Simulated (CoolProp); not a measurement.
Saturation properties of fluorine.

The numbers come from the reference Helmholtz-energy equation of state, de Reuck 1990 in CoolProp.

| T (K) | p (MPa) | liquid density (kg/m³) | enthalpy of vaporisation (kJ/kg) | liquid cp (kJ/(kg K)) | vapour Z | surface tension (mN/m) |
|---|---|---|---|---|---|---|
| 67.1 | 0.007021 | 1621 | 189.2 | 1.479 | 0.9949 | 18.6 |
| 73 | 0.01983 | 1583 | 184.7 | 1.484 | 0.9890 | 16.9 |
| 78.9 | 0.04723 | 1544 | 179.8 | 1.494 | 0.9796 | 15.2 |
| 84.8 | 0.09860 | 1503 | 174.6 | 1.510 | 0.9659 | 13.5 |
| 90.7 | 0.1856 | 1461 | 168.8 | 1.533 | 0.9476 | 11.9 |
| 96.7 | 0.3242 | 1416 | 162.3 | 1.564 | 0.9241 | 10.3 |
| 102.6 | 0.5246 | 1369 | 155.1 | 1.605 | 0.8958 | 8.79 |
| 108.5 | 0.8037 | 1319 | 147.0 | 1.661 | 0.8619 | 7.30 |
| 114.4 | 1.177 | 1264 | 137.8 | 1.742 | 0.8216 | 5.87 |
| 120.3 | 1.662 | 1204 | 127.1 | 1.865 | 0.7737 | 4.50 |
| 126.2 | 2.275 | 1136 | 114.3 | 2.075 | 0.7160 | 3.19 |
| 132.1 | 3.037 | 1053 | 98.08 | 2.494 | 0.6448 | 1.98 |
| 138.1 | 3.991 | 939.5 | 75.00 | 3.721 | 0.5488 | 0.879 |

It boils at 85.0 K under 1 atm.

Surface tension comes from a separate correlation (Mulero 2012).
